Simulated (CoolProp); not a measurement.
Model: reference Helmholtz-energy equation of state, Thol 2015, in CoolProp.

Question: For octamethylcyclotetrasiloxane (D4), give the phase and the Z, speed of sound (m/s), Joule-Thomson coefficient (K/MPa), expansivity (1/kK) at 158.25 °C and 1.01 bar; 268.65 °C and 1.01 bar; 290.75 °C and 1.01 bar.

Answer: 
- 158.25 °C and 1.01 bar: liquid; Z 0.0106, speed of sound 511, Joule-Thomson coefficient -0.171, expansivity 1.71
- 268.65 °C and 1.01 bar: gas; Z 0.963, speed of sound 120, Joule-Thomson coefficient 11.3, expansivity 2.12
- 290.75 °C and 1.01 bar: gas; Z 0.969, speed of sound 123, Joule-Thomson coefficient 9.84, expansivity 2.00
